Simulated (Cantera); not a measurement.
Input: 1 mol PbO, 600 mol H₂, equilibrated at 1 atm.

Cantera equilibrium calculation (NASA polynomials, part measured and part estimated; ideal gas, pure solids and liquids). Candidate condensed phases: H₂O, Pb, PbO, PbO₂, Pb₃O₄; 12 gas species. Equilibrium is a limit: real reactors are often held back by kinetics, nucleation or transport.

At 1100 K, list the 3 most abundant gas species with their mole fractions, and the condensed phases.

H₂ 0.998, H₂O 0.00167, Pb 0.000120. Condensed: Pb(l).
